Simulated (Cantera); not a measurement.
## Moist CO burnout

An isothermal, constant-pressure homogeneous reactor starts with CO : O2 : H2O : N2 = 0.019 : 0.08 : 0.0027 : 1 (molar parts), at 1200 K and 0.360 bar.

Model: GRI-Mech 3.0 (53 species, 325 reactions), integrated in Cantera.

| t (s) | x CO | x O2 | x H2O | x HO2 | x NO | x H2O2 |
|---|---|---|---|---|---|---|
| 3.00e-5 | 0.0172 | 0.0726 | 0.00245 | <1e-12 | <1e-12 | <1e-12 |
| 7.27e-5 | 0.0172 | 0.0726 | 0.00245 | 2.16e-12 | <1e-12 | <1e-12 |
| 0.000176 | 0.0172 | 0.0726 | 0.00245 | 9.10e-12 | <1e-12 | <1e-12 |
| 0.000428 | 0.0172 | 0.0726 | 0.00245 | 7.77e-11 | <1e-12 | <1e-12 |
| 0.00104 | 0.0172 | 0.0726 | 0.00245 | 9.43e-10 | <1e-12 | <1e-12 |
| 0.00251 | 0.0172 | 0.0726 | 0.00245 | 1.78e-8 | <1e-12 | 1.72e-12 |
| 0.00609 | 0.0172 | 0.0726 | 0.00245 | 1.38e-6 | 6.00e-12 | 6.33e-9 |
| 0.0148 | 0.00741 | 0.0674 | 0.00229 | 3.60e-6 | 2.42e-7 | 7.14e-8 |
| 0.0358 | 0.00132 | 0.0650 | 0.00243 | 1.77e-6 | 4.13e-7 | 4.77e-8 |
| 0.0868 | 0.000227 | 0.0646 | 0.00246 | 6.53e-7 | 4.45e-7 | 1.68e-8 |
| 0.211 | 3.67e-5 | 0.0646 | 0.00247 | 1.78e-7 | 4.56e-7 | 3.93e-9 |
| 0.510 | 5.52e-6 | 0.0645 | 0.00247 | 3.80e-8 | 4.61e-7 | 7.97e-10 |
| 1.24 | 7.54e-7 | 0.0645 | 0.00247 | 7.45e-9 | 4.65e-7 | 1.65e-10 |
| 3.00 | 8.39e-8 | 0.0645 | 0.00247 | 1.85e-9 | 4.68e-7 | 4.23e-11 |
x: mole fraction; the columns are a selection and need not sum to one.

Equilibrium at this temperature and pressure: CO 2.01e-9, O2 0.0645, H2O 0.00247, HO2 6.74e-10, NO 0.000117, H2O2 9.02e-12 (gas phase only).
